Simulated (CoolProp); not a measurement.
R1233zd(E) along the isotherm 176.85 °C: fugacity coefficient from the reference equation and from simpler models built on Tc = 165.7 °C, pc = 3.583 MPa, ω = 0.304; each cubic takes its own stable root.

The numbers come from the reference Helmholtz-energy equation of state, Akasaka 2022 in CoolProp.

```json
[
 {"p (MPa)": "0.995", "phase": "gas", "reference": "0.9110", "van der Waals": "0.9229", "Soave-Redlich-Kwong": "0.9147"},
 {"p (MPa)": "1.99", "phase": "gas", "reference": "0.8247", "van der Waals": "0.8461", "Soave-Redlich-Kwong": "0.8317"},
 {"p (MPa)": "2.99", "phase": "gas", "reference": "0.7395", "van der Waals": "0.7674", "Soave-Redlich-Kwong": "0.7494"},
 {"p (MPa)": "3.98", "phase": "supercritical", "reference": "0.6524", "van der Waals": "0.6806", "Soave-Redlich-Kwong": "0.6652"},
 {"p (MPa)": "4.98", "phase": "supercritical", "reference": "0.5574", "van der Waals": "0.5875", "Soave-Redlich-Kwong": "0.5758"},
 {"p (MPa)": "5.97", "phase": "supercritical", "reference": "0.4878", "van der Waals": "0.5235", "Soave-Redlich-Kwong": "0.5094"},
 {"p (MPa)": "6.97", "phase": "supercritical", "reference": "0.4370", "van der Waals": "0.4773", "Soave-Redlich-Kwong": "0.4605"},
 {"p (MPa)": "7.96", "phase": "supercritical", "reference": "0.3993", "van der Waals": "0.4435", "Soave-Redlich-Kwong": "0.4240"},
 {"p (MPa)": "8.96", "phase": "supercritical", "reference": "0.3698", "van der Waals": "0.4175", "Soave-Redlich-Kwong": "0.3954"}
]
```
